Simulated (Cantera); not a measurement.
Catalytic combustion on Pt

An isothermal plug-flow reactor at 850 K and 0.480 bar (inlet), inlet velocity 4 m/s, active area per volume 1300 1/m; feed 0.929 % H2, 3.74 % O2, 95.3 % N2.

Computed with Cantera and Deutschmann's 1995 Pt surface mechanism with GRI-Mech 3.0 gas chemistry. Catalytic surfaces can have several steady states; this one follows from the mechanism file's or the stated starting coverage. Mass transfer to the wall is taken as infinitely fast.

| z (m) | x H2 | x O2 | x H2O | θ free Pt | θ O* | θ OH* |
|---|---|---|---|---|---|---|
| 0.00076 | 0.00132 | 0.0336 | 0.00801 | 0.148 | 0.850 | 0.00190 |
| 0.0016 | 0.000359 | 0.0331 | 0.00897 | 0.127 | 0.871 | 0.00183 |
| 0.0035 | 2.48e-5 | 0.0329 | 0.00931 | 0.121 | 0.878 | 0.00181 |
| 0.0076 | 8.60e-8 | 0.0329 | 0.00933 | 0.120 | 0.878 | 0.00181 |
| 0.016 | 1.62e-12 | 0.0329 | 0.00934 | 0.120 | 0.878 | 0.00181 |
| 0.035 | <1e-12 | 0.0329 | 0.00934 | 0.120 | 0.878 | 0.00181 |
| 0.076 | <1e-12 | 0.0329 | 0.00934 | 0.120 | 0.878 | 0.00181 |
x: gas mole fraction; θ: surface coverage.
